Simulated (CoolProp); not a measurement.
The numbers come from the reference Helmholtz-energy equation of state, Platzer 1990 in CoolProp. This equation is an older, rougher fit; its heat capacities, sound speeds and derivatives of the liquid may be far off and weren't checked against measurements.

Problem. Give the vapour pressure (MPa), liquid density (kg/m³), enthalpy of vaporisation (kJ/kg), liquid viscosity (µPa s) of saturated CF4 (R14) at 151.6 K.

Solution. 
| T (K) | p (MPa) | liquid density (kg/m³) | enthalpy of vaporisation (kJ/kg) | liquid viscosity (µPa s) |
|---|---|---|---|---|
| 151.6 | 0.157 | 1570 | 131 | 208 |

Viscosity comes from a separate model (Huber 2003), an estimate that may be off by 10 % or more.
